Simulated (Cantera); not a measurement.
A closed system holds: 1 mol B, 0.26 mol O2, 0.73 mol H2, at 2150 K.

Method: chemical equilibrium by Gibbs-energy minimisation in Cantera with the NASA 1993 tables (ideal gas, pure condensed phases). Candidate condensed phases: B, B2O3, B3O3H3, H2O; 23 gas species. Gases not in the tables: B2H6 and higher boranes. The numbers say what is thermodynamically allowed, not how fast it happens.

What share of the B ends up in condensed phases as a function of P (Pa), at 10, 32, 100, 320, 1000, 3200, 10000, 32000, 100000?


| P (Pa) | B condensed (%) | as |
|---|---|---|
| 10 | 45.1 | B(s) |
| 32 | 46.6 | B(s) |
| 100 | 47.2 | B(s) |
| 320 | 47.6 | B(s) |
| 1000 | 47.9 | B(s) |
| 3200 | 48.4 | B(s) |
| 10000 | 49.0 | B(s) |
| 32000 | 49.9 | B(s) |
| 100000 | 51.2 | B(s) |
